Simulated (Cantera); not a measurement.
What does this Cantera script print?

```python
import numpy as np
import cantera as ct

gas_names = """
    NO2 NF3 O3
""".split()
cond_names = """
    CuF2(s) CuF2(L) Cu(cr) Cu(L)
""".split()


# ... load() reads the species with a 1 bar reference pressure and builds the phases ...
species = {s.name: s for s in load("nasa_gas.yaml", gas_names) + load("nasa_condensed.yaml", cond_names)}
# Each term lists the table entries of one substance; the one whose range holds T is used.
reactions = {
    '9 CuF2 + 6 NO2(g) = 9 Cu + 6 NF3(g) + 4 O3(g)':
        [(-9, ['CuF2(s)', 'CuF2(L)']), (-6, ['NO2']), (9, ['Cu(cr)', 'Cu(L)']), (6, ['NF3']), (4, ['O3'])],
}


def pick(names, T):
    return next(species[n] for n in names if species[n].thermo.min_temp <= T <= species[n].thermo.max_temp)


results = []
for label, terms in reactions.items():
    print(label)
    print("     T/K   dH/kJ  dS/(J/K)   dG/kJ   log10 K")
    for T in [1398, 1598, 1798, 1998, 2198]:
        used = [(nu, pick(names, T)) for nu, names in terms]
        dH = sum(nu * s.thermo.h(T) for nu, s in used) / 1e6
        dS = sum(nu * s.thermo.s(T) for nu, s in used) / 1e3
        dG = dH - T * dS / 1e3
        logK = -dG * 1e6 / (ct.gas_constant * T * np.log(10))
        results.append((label, T, dH, dS, dG, logK, [s.name for _, s in used]))
        print(f"{T:8g} {dH:8.1f} {dS:8.1f} {dG:8.1f} {logK:8.2f}")
```

Output:

```
9 CuF2 + 6 NO2(g) = 9 Cu + 6 NF3(g) + 4 O3(g)
     T/K   dH/kJ  dS/(J/K)   dG/kJ   log10 K
    1398   3857.1     83.0   3741.0  -139.78
    1598   3815.6     55.3   3727.3  -121.83
    1798   3777.0     32.5   3718.6  -108.03
    1998   3741.7     13.9   3714.0   -97.10
    2198   3710.2     -1.2   3712.8   -88.23
```

Source: NASA polynomial tables (part measured, part estimated), evaluated in Cantera. Condensed species are held in their standard states even where they would react or evaporate.
